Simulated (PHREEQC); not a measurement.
A solution holds 0.078 mol/kgw CdBr2, at 20 °C. Closed to the air; pH follows from the charge balance.

Equilibrium calculation in PHREEQC: ion-association model, phreeqc.dat.

No solid was allowed to form.

**Question.** What pH, ionic strength does the model give?

**Answer.** pH 6.24; ionic strength 0.0894 mol/kgw.

**Question.** In which forms is Br present?

**Answer.** Br- 50 %, CdBr+ 34 %, CdBr2 16 % of the Br.
